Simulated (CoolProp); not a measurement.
2000 sccm (0 °C, 1 atm) of nitrogen bubbles through liquid ethanol at 311.4 K and leaves saturated at a total pressure of 0.15 MPa (ideal gas phase). Each further row changes one setting.

Values from CoolProp's reference Helmholtz-energy equation of state, Schroeder 2014.

```json
[
 {"case": "as stated", "vapour pressure (kPa)": "16.3", "mole fraction of vapour": "0.109", "delivery (mg/min)": "[?]", "delivery (sccm)": "[?]", "change of delivery for a bath 1 K warmer (%)": "6.0"},
 {"case": "bath temperature 316.4 K", "vapour pressure (kPa)": "[?]", "mole fraction of vapour": "[?]", "delivery (mg/min)": "[?]", "delivery (sccm)": "327", "change of delivery for a bath 1 K warmer (%)": "6.0"},
 {"case": "total pressure 0.3 MPa", "vapour pressure (kPa)": "16.3", "mole fraction of vapour": "0.0544", "delivery (mg/min)": "[?]", "delivery (sccm)": "[?]", "change of delivery for a bath 1 K warmer (%)": "[?]"}
]
```

**Question.** Some entries are withheld; supply them.

**Answer.** 
- as stated, delivery (mg/min): 502
- as stated, delivery (sccm): 244
- bath temperature 316.4 K, vapour pressure (kPa): 21.1
- bath temperature 316.4 K, mole fraction of vapour: 0.141
- bath temperature 316.4 K, delivery (mg/min): 673
- total pressure 0.3 MPa, delivery (mg/min): 237
- total pressure 0.3 MPa, delivery (sccm): 115
- total pressure 0.3 MPa, change of delivery for a bath 1 K warmer (%): 5.7
